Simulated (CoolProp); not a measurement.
2000 sccm (0 °C, 1 atm) of nitrogen bubbles through liquid water at 304.7 K and leaves saturated at a total pressure of 0.132 MPa (ideal gas phase). Each further row changes one setting.

Values from CoolProp's reference Helmholtz-energy equation of state, Wagner 2002.

| case | vapour pressure (kPa) | mole fraction of vapour | delivery (mg/min) | delivery (sccm) | change of delivery for a bath 1 K warmer (%) |
|---|---|---|---|---|---|
| as stated | 4.64 | 0.0351 | ? | 72.9 | ? |
| bath temperature 309.7 K | 6.13 | 0.0464 | 78.3 | 97.4 | 5.9 |
| total pressure 0.264 MPa | 4.64 | 0.0176 | ? | 35.8 | 5.9 |

Complete the blanks.


- as stated, delivery (mg/min): 58.6
- as stated, change of delivery for a bath 1 K warmer (%): 6.0
- total pressure 0.264 MPa, delivery (mg/min): 28.8
